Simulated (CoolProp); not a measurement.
100 sccm (0 °C, 1 atm) of nitrogen bubbles through liquid n-heptane at 354.6 K and leaves saturated at a total pressure of 0.15 MPa (ideal gas phase). Each further row changes one setting.

Model: reference Helmholtz-energy equation of state, Span 2003, in CoolProp. It is a short technical equation, of lower accuracy than the large ones.

| case | vapour pressure (kPa) | mole fraction of vapour | delivery (mg/min) | delivery (sccm) | change of delivery for a bath 1 K warmer (%) |
|---|---|---|---|---|---|
| as stated | 59.9 | 0.399 | … | … | 5.7 |
| bath temperature 359.6 K | … | 0.469 | … | 88.4 | … |
| total pressure 0.3 MPa | 59.9 | … | 112 | … | … |

Task: Complete the blanks.

Result: 
- as stated, delivery (mg/min): 297
- as stated, delivery (sccm): 66.5
- bath temperature 359.6 K, vapour pressure (kPa): 70.4
- bath temperature 359.6 K, delivery (mg/min): 395
- bath temperature 359.6 K, change of delivery for a bath 1 K warmer (%): 6.2
- total pressure 0.3 MPa, mole fraction of vapour: 0.200
- total pressure 0.3 MPa, delivery (sccm): 24.9
- total pressure 0.3 MPa, change of delivery for a bath 1 K warmer (%): 4.2
